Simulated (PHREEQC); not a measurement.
Consider water at 25 °C with 0.017 mol/kgw CuCl2 and 0.0019 mol/kgw HCl. Closed to the air; pH follows from the charge balance.

Equilibrium calculation in PHREEQC: ion-association model, phreeqc.dat.

| quantity | before | after |
|---|---|---|
| pH | 2.79 | 3.46 |
| CuCl+ (mol/kgw) | 0.000735 | 4.32e-5 |
| CuCl2 (mol/kgw) | 9.07e-6 | 1.33e-7 |
| CuOH+ (mol/kgw) | 5.90e-8 | 7.21e-8 |

Q: Name the change that produced these shifts.
A. temperature from 25 to 45 °C
B. CuCl2 from 0.017 to 0.0017 mol/kgw
C. temperature from 25 to 40 °C
D. 0.0059 mol/kgw Pb(NO3)2 added
E. diluted 5-fold with water

A: E, diluted 5-fold with water

This is a speciation only: nothing precipitates in the calculation.
